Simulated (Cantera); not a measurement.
What does this Cantera script print?

```python
import numpy as np
import cantera as ct

gas_names = """
    CL CLO CL2 Fe FeCL FeCL2 FeCL3 FeO Fe(OH)2 Fe2CL4 Fe2CL6 H HCL HOCL HO2 H2 H2O H2O2 O OH O2 O3
""".split()
cond_names = """
    Fe(a) Fe(c) Fe(d) Fe(L) FeCL2(s) FeCL2(L) FeCL3(s) FeCL3(L) FeO(s) FeO(L) Fe(OH)2(s) Fe(OH)3(s)
    Fe2O3(s) Fe3O4(s) H2O(s) H2O(L)
""".split()


def load(file, names, dense=False):
    # The tables refer to 1 bar. Condensed volumes are neglected.
    table = {s.name: s for s in ct.Species.list_from_file(file)}
    out = []
    for n in names:
        d = dict(table[n].input_data)
        d["thermo"] = dict(d["thermo"], **{"reference-pressure": 1e5})
        if dense:
            d["equation-of-state"] = {"model": "constant-volume", "density": "1e6 g/cm^3"}
        out.append(ct.Species.from_dict(d))
    return out


gas = ct.Solution(thermo="ideal-gas", species=load("nasa_gas.yaml", gas_names))
cond = {s.name: ct.Solution(thermo="fixed-stoichiometry", species=[s], name=s.name)
        for s in load("nasa_condensed.yaml", cond_names, dense=True)}
atoms = {
    'FeCl3': {'Fe': 1, 'CL': 3},
    'O2': {'O': 2},
    'H2': {'H': 2},
}
top_T = {'Fe2O3(s)': 1830, 'Fe3O4(s)': 1870}  # K; cautious upper limits of use, not melting points


def equilibrate(T, P, feed):
    n = {}
    for name, mol in feed.items():
        for a, k in atoms[name].items():
            n[a] = n.get(a, 0.0) + k * mol
    gas.TPX = T, P, n
    mass = sum(n.values()) * gas.mean_molecular_weight
    gas.equilibrate("TP")
    valid = [c for c in cond.values() if c.min_temp <= T <= top_T.get(c.name, c.max_temp)]
    mix = ct.Mixture([(gas, mass / gas.mean_molecular_weight)] + [(c, 0.0) for c in valid])
    mix.T, mix.P = T, P
    mix.equilibrate("TP", solver="vcs", rtol=1e-11, max_steps=5000)
    return mix


results = []
feed = {'FeCl3': 1, 'O2': 6.4, 'H2': 5.5}  # mol
T = 1273  # K
for P in [0.1, 0.46, 2.2, 10, 46, 220, 1000, 4600, 22000, 100000]:
    mix = equilibrate(T, P, feed)
    results.append((T, P, feed, dict(zip(mix.species_names, mix.species_moles))))

top = {s: max(r[3][s] / sum(r[3][g] for g in gas_names) for r in results) for s in gas_names}
cols = sorted((s for s in top if top[s] > 0.001), key=lambda s: -top[s])[:9]
seen = [c for c in cond_names if any(r[3].get(c, 0) > 1e-12 for r in results)]
print("log10 of partial pressures in bar; condensed amounts in mol")
print(f"{'P/Pa':>10s}" + "".join(f"{s[:9]:>10s}" for s in cols + seen))
for T, P, feed, n in results:
    ng = sum(n[g] for g in gas_names)
    print(f"{P:10.4g}" + "".join(f"{np.log10(max(n[s] / ng * P / 1e5, 1e-99)):10.3f}" for s in cols)
          + "".join(f"{n.get(c, 0):10.4g}" for c in seen))
```

Output:

```
log10 of partial pressures in bar; condensed amounts in mol
      P/Pa       H2O        O2       HCL        CL       CL2     FeCL2  Fe2O3(s)  Fe3O4(s)
       0.1    -6.414    -6.469    -6.609    -7.600   -11.174    -8.494         0    0.3218
      0.46    -5.755    -5.803    -5.931    -7.085   -10.144    -7.908         0    0.3237
       2.2    -5.075    -5.128    -5.236    -6.562    -9.097    -7.316    0.4883         0
        10    -4.420    -4.469    -4.570    -6.058    -8.090    -6.804    0.4916         0
        46    -3.758    -3.805    -3.902    -5.554    -7.083    -6.294    0.4941         0
       220    -3.080    -3.124    -3.218    -5.040    -6.054    -5.776    0.4959         0
      1000    -2.422    -2.467    -2.559    -4.545    -5.065    -5.279    0.4971         0
      4600    -1.759    -1.804    -1.897    -4.050    -4.073    -4.785    0.4978         0
   2.2e+04    -1.076    -1.125    -1.223    -3.546    -3.066    -4.287    0.4982         0
     1e+05    -0.414    -0.469    -0.576    -3.067    -2.108    -3.821     0.498         0
```

These are equilibrium values from Cantera (NASA tables, ideal gas, pure condensed phases), not measurements of a reactor.
